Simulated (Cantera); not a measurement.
An adiabatic, constant-pressure homogeneous reactor starts with 1.70 % CH4, 0.696 % H2, 8.13 % O2, 89.5 % N2, equivalence ratio 0.46, at 1625 K and 3.36 atm.

Detailed kinetics in Cantera: GRI-Mech 3.0 (53 species, 325 reactions).

Task: Predict: time of steepest temperature rise; temperature at 2.00 s; equilibrium temperature; x(H2) at 2.00 s; x(O2) at 2.00 s; x(OH) at 2.00 s.

Result: 
| Item | Result |
|---|---|
| time of steepest temperature rise | 95.2 µs |
| temperature at 2.00 s | 2033 K |
| equilibrium temperature | 2032 K |
| x(H2) at 2.00 s | 3.99e-5 (gas-phase equilibrium 3.97e-5) |
| x(O2) at 2.00 s | 0.0421 (gas-phase equilibrium 0.0419) |
| x(OH) at 2.00 s | 0.000756 (gas-phase equilibrium 0.000751) |
